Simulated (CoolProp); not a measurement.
Vapour-liquid equilibrium of carbonyl sulfide (1) + propane (2) at 276 K; x and y are mole fractions of (1).

Computed with CoolProp (multi-fluid Helmholtz-energy mixture model, Lemmon 2006 and Lemmon 2009; pair parameters Bell 2016).

```csv
x,bubble pressure (kPa),y at the bubble point,dew pressure at overall composition x (kPa),liquid density (mol/L)
0.05,530.2,0.070,526.5,12.10
0.125,548.0,0.165,540.5,12.40
0.2,564.1,0.253,554.4,12.73
0.275,578.8,0.335,568.1,13.07
0.35,592.7,0.412,581.6,13.43
0.425,605.8,0.488,594.9,13.81
0.5,618.6,0.561,608.0,14.21
0.575,631.2,0.632,621.2,14.63
0.65,643.8,0.702,634.4,15.08
0.725,656.6,0.770,648.1,15.55
0.8,669.7,0.836,662.4,16.04
0.875,683.3,0.900,677.8,16.56
0.95,697.4,0.961,694.7,17.11
```

No azeotrope shows between x = 0.05 and 0.95.

The pair parameters rest on a limited set of measurements; away from them the model extrapolates.
